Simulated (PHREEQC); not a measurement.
Consider water at 25 °C with 0.017 mol/kgw FeSO4 and 0.00027 mol/kgw NaF. Closed to the air; pH follows from the charge balance.

The numbers come from PHREEQC with the ion-association model, wateq4f.dat.

This is a speciation only: nothing precipitates in the calculation.

Q: What pH, ionic strength does the model give?

A: pH 6.00; ionic strength 0.0465 mol/kgw.

Q: In which forms is S present?

A: SO4-2 68 %, FeSO4 32 % of the S.

Complexes and solids missing from the database can't appear. Fluoro complexes past AlF4- and FeF3 are missing from the database.
